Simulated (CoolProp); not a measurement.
Vapour pressure (MPa) of ethylbenzene: the reference equation beside estimates from Tc = 344.0 °C, pc = 3.622 MPa, ω = 0.304.

Values from CoolProp's reference Helmholtz-energy equation of state, Zhou 2012.

```tsv
T (°C)	reference	Lee-Kesler	van der Waals	Redlich-Kwong	Soave-Redlich-Kwong	Peng-Robinson
167.15	0.2176	0.2186	0.7998	0.3713	0.2184	0.2173
178.75	0.2808	0.2828	0.9103	0.4582	0.2827	0.2806
190.45	0.3579	0.3612	1.031	0.5595	0.3614	0.3579
202.15	0.4501	0.4548	1.162	0.6757	0.4557	0.4506
213.75	0.5581	0.5646	1.302	0.8066	0.5666	0.5596
225.45	0.6857	0.6940	1.453	0.9554	0.6978	0.6887
237.15	0.8341	0.8443	1.615	1.122	0.8507	0.8392
248.75	1.004	1.016	1.787	1.306	1.026	1.012
260.45	1.200	1.214	1.971	1.511	1.228	1.211
272.15	1.423	1.439	2.166	1.736	1.458	1.440
283.75	1.675	1.693	2.371	1.981	1.716	1.696
295.45	1.961	1.981	2.589	2.250	2.008	1.988
307.15	2.286	2.307	2.819	2.543	2.336	2.317
318.75	2.649	2.670	3.059	2.856	2.698	2.682
```

Absolute difference from the reference over all 14 rows, mean and median: Lee-Kesler 1.0 and 1.1 %, van der Waals 106.0 and 85.8 %, Redlich-Kwong 34.9 and 32.3 %, Soave-Redlich-Kwong 1.7 and 1.9 %, Peng-Robinson 0.7 and 0.7 %.
